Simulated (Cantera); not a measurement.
A perfectly stirred reactor is fed with 22.2 % NH3, 77.8 % N2, at 0.197 atm; it is held at 2375 K, and followed from long to short residence time.

Computed with Cantera and the gas-phase N/H chemistry of the illustrative SiF4/NH3 mechanism in the Surface Chemkin manual (1991). Walls and surfaces, which speed up NH3 decomposition in real reactors, are not modelled.

x: mole fraction; the columns are a selection and need not sum to one.

```
τ (s)       x NH3    x N2H4     x NH2   x N2  x NH      x N
-------  --------  --------  --------  -----  ----  -------
12        2.28e-5    <1e-12   4.36e-6  0.722   [?]  1.21e-5
3.8       4.84e-5    <1e-12   8.48e-6  0.722   [?]  1.98e-5
1.2      0.000169  3.24e-12   2.12e-5  0.723   [?]  2.51e-5
0.35      0.00216  6.73e-11   9.62e-5  0.726   [?]  1.40e-5
0.11       0.0102  4.77e-10  0.000256  0.729   [?]  1.13e-5
0.033      0.0334   2.39e-9  0.000573  0.734   [?]  1.08e-5
0.0099     0.0831   8.82e-9   0.00110  0.746   [?]  1.01e-5
0.0030      0.147   2.24e-8   0.00175  0.760   [?]  7.69e-6
0.00092     0.192   4.06e-8   0.00236  0.771   [?]  3.83e-6
0.00028     0.213   4.86e-8   0.00258  0.775   [?]  1.09e-6
```

Q: Complete the blanks.

A: 
- 12, x NH: 5.19e-6
- 3.8, x NH: 9.25e-6
- 1.2, x NH: 1.64e-5
- 0.35, x NH: 2.61e-5
- 0.11, x NH: 3.82e-5
- 0.033, x NH: 5.56e-5
- 0.0099, x NH: 7.33e-5
- 0.0030, x NH: 8.00e-5
- 0.00092, x NH: 6.87e-5
- 0.00028, x NH: 4.61e-5
